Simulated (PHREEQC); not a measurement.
Dissolve 0.65 mmol/kgw CO2 and 8.3 mmol/kgw CuCl2 at 25 °C. Closed to the air; pH follows from the charge balance.

All values are PHREEQC results (ion-association model, phreeqc.dat), not measurements.

No solid was allowed to form.

**Question.** What pH does the model give?

**Answer.** pH 4.48.

**Question.** In which forms is C present?

**Answer.** CO2 95 %, CuHCO3+ 3.4 %, HCO3- 1.5 % of the C.
